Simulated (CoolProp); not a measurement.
Model: reference Helmholtz-energy equation of state, Lemmon 2006, in CoolProp. It is a short technical equation, of lower accuracy than the large ones.

Give the vapour pressure (MPa), liquid density (kg/m³), enthalpy of vaporisation (kJ/kg), vapour Z of saturated isopentane at 254.9, 277 K.


```csv
T (K),p (MPa),liquid density (kg/m³),enthalpy of vaporisation (kJ/kg),vapour Z
254.9,0.0147,657,376,0.989
277,0.0407,636,361,0.977
```
